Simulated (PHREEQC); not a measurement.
1 kg of water holding 0.053 mol K2CO3, 0.15 mol K2SO4 and 0.13 mol KHCO3 is evaporated at 25 °C; the solids stay in contact with the brine. CO2 is held at log p = -3.4 (atm). Only these solids could form: Arcanite, Kalicinite, Misenite.

Model: Pitzer model, pitzer.dat, run in PHREEQC.

| water left (kg) | ionic strength | water activity | Kalicinite (mol) | Arcanite (mol) | S in solution (mol/kgw) |
|---|---|---|---|---|---|
| 1.001 | 0.768 | 0.988 | 0 | 0 | 0.150 |
| 0.6761 | 1.14 | 0.983 | 0 | 0 | 0.222 |
| 0.3758 | 2.08 | 0.972 | 0 | 0 | 0.399 |
| 0.2542 | 2.48 | 0.965 | 0 | 0.0515 | 0.387 |
| 0.1416 | 3.20 | 0.953 | 0 | 0.112 | 0.268 |
| 0.09596 | 4.11 | 0.937 | 0 | 0.132 | 0.186 |
| 0.05373 | 6.64 | 0.889 | 0 | 0.145 | 0.0840 |
| 0.03661 | 9.48 | 0.826 | 0 | 0.149 | 0.0390 |
| 0.02054 | 15.1 | 0.685 | 0.0205 | 0.150 | 0.0104 |
| 0.01354 | 15.1 | 0.685 | 0.0939 | 0.150 | 0.0104 |
| 0.007058 | 15.1 | 0.685 | 0.162 | 0.150 | 0.0104 |
| 0.004425 | 15.1 | 0.685 | 0.190 | 0.150 | 0.0104 |

Arcanite from water left = 0.309 kg (pH 10.07); Kalicinite from water left = 0.02054 kg (pH 10.98).

Species that the database lacks are ignored.
